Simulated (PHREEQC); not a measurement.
PHREEQC input (ion-association model, wateq4f.dat):

```
SOLUTION_MASTER_SPECIES
  An  An-  0  An  62.0  # stands for a non-complexing anion
SOLUTION_SPECIES
  An- = An-
    -log_k 0
    -gamma 3.0 0
PHASES
  Fix_H+
    H+ = H+
    -log_k 0
SOLUTION 1
  temp 25
  units mmol/kgw
  pH 7 charge
  Na 5
  An 5
END
SELECTED_OUTPUT 1
  -reset false
  -pH true
  -pe true
  -ionic_strength true
  -water true
  -totals Na
  -molalities Hfo_wOH Hfo_wOH2+ Hfo_wO- Hfo_sOH Hfo_sOH2+ Hfo_sO-
USER_PUNCH 1
  -headings sigma psi
  10 PUNCH EDL("sigma", "Hfo"), EDL("psi", "Hfo")
PRINT
  -reset false
USE solution 1
SURFACE 1
  Hfo_wOH 4.04494e-05 600 0.018
  Hfo_sOH 1.01124e-06
EQUILIBRIUM_PHASES 1
  Fix_H+ -3 HAn 10
    -force_equality true
  O2(g) -0.68 10
END
# ... the last block is repeated for the other 12 points of pH, with NaOH or the acid as the point needs
```

Selected output (columns that matter, 13 of 13 rows; pH added in front):

```
pH	mu	Na	m_Hfo_wOH	m_Hfo_wOH2+	m_Hfo_wO-	m_Hfo_sOH	m_Hfo_sOH2+	m_Hfo_sO-	sigma	psi
3	0.0060942	0.005	7.3793e-06	3.3032e-05	3.7766e-08	1.8448e-07	8.2581e-07	9.4415e-10	0.30216	0.21527
3.67	0.0052417	0.005	1.5844e-05	2.437e-05	2.3598e-07	3.961e-07	6.0924e-07	5.8995e-09	0.22101	0.20308
4.33	0.0050583	0.005	2.2943e-05	1.6788e-05	7.1827e-07	5.7357e-07	4.1971e-07	1.7957e-08	0.14717	0.18313
5	0.0050158	0.005	2.7551e-05	1.1369e-05	1.5294e-06	6.8877e-07	2.8423e-07	3.8236e-08	0.090113	0.15821
5.67	0.0050051	0.005	2.9834e-05	8.0975e-06	2.5181e-06	7.4585e-07	2.0244e-07	6.2952e-08	0.051096	0.12934
6.33	0.005002	0.005	3.0701e-05	6.3446e-06	3.4034e-06	7.6754e-07	1.5862e-07	8.5085e-08	0.026936	0.097297
7	0.0050008	0.005	3.0973e-05	5.4259e-06	4.0504e-06	7.7433e-07	1.3565e-07	1.0126e-07	0.012596	0.061908
7.67	0.0050003	0.005	3.1042e-05	4.9309e-06	4.4768e-06	7.7605e-07	1.2327e-07	1.1192e-07	0.0041591	0.024787
8.33	0.0050024	0.0050025	3.1048e-05	4.5901e-06	4.8111e-06	7.7621e-07	1.1475e-07	1.2028e-07	-0.0020237	-0.01241
9	0.0050113	0.0050119	3.1007e-05	4.2088e-06	5.2333e-06	7.7519e-07	1.0522e-07	1.3083e-07	-0.0093824	-0.04985
9.67	0.0050518	0.005053	3.0829e-05	3.6414e-06	5.9792e-06	7.7072e-07	9.1035e-08	1.4948e-07	-0.02141	-0.085913
10.33	0.0052338	0.0052362	3.02e-05	2.808e-06	7.441e-06	7.5501e-07	7.02e-08	1.8603e-07	-0.042429	-0.11881
11	0.0060932	0.0060978	2.8175e-05	1.7235e-06	1.0551e-05	7.0437e-07	4.3087e-08	2.6378e-07	-0.080845	-0.14769
```

Complexes and solids missing from the database can't appear. The oxide is taken as insoluble; below pH 4 it would dissolve.
